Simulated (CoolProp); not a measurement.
A Linde-Hampson liquefier for oxygen: isothermal reversible compression at 290 K from 1 atm to 40 MPa, throttling to 1 atm, return gas leaving the recuperator 5 K below the feed. Each further row changes one setting.

Values from CoolProp's reference Helmholtz-energy equation of state, Schmidt 1985.

```csv
case,liquid yield per pass,compression work (kJ/kg of gas)
as stated,…,441
high pressure 80 MPa,…,…
warm-end temperature 320 K,0.121,493
warm-end gap 10 K,…,441
```

Complete the blanks.


- as stated, liquid yield per pass: 0.160
- high pressure 80 MPa, liquid yield per pass: 0.159
- high pressure 80 MPa, compression work (kJ/kg of gas): 505
- warm-end gap 10 K, liquid yield per pass: 0.150

Above 300 K oxygen's equation is extrapolated.
